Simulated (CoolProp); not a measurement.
R113 at several states: Z from the reference equation and from simpler models built on Tc = 487.2 K, pc = 3.392 MPa, ω = 0.253; each cubic takes its own stable root.

Computed with CoolProp (reference Helmholtz-energy equation of state, Marx 1992).

| T (K) | p (MPa) | phase | reference | van der Waals | Peng-Robinson |
|---|---|---|---|---|---|
| 393.6 | 0.502 | gas | 0.8888 | 0.9217 | 0.8850 |
| 381.3 | 6.91 | liquid | 0.2951 | 0.4529 | 0.2801 |
| 345.3 | 1.19 | liquid | 0.05357 | [?] | [?] |
| 304.2 | 1.72 | liquid | 0.08203 | 0.1325 | [?] |

Q: Some entries are withheld; supply them.

A: 
- 345.3, van der Waals: 0.08681
- 345.3, Peng-Robinson: 0.05098
- 304.2, Peng-Robinson: 0.07796
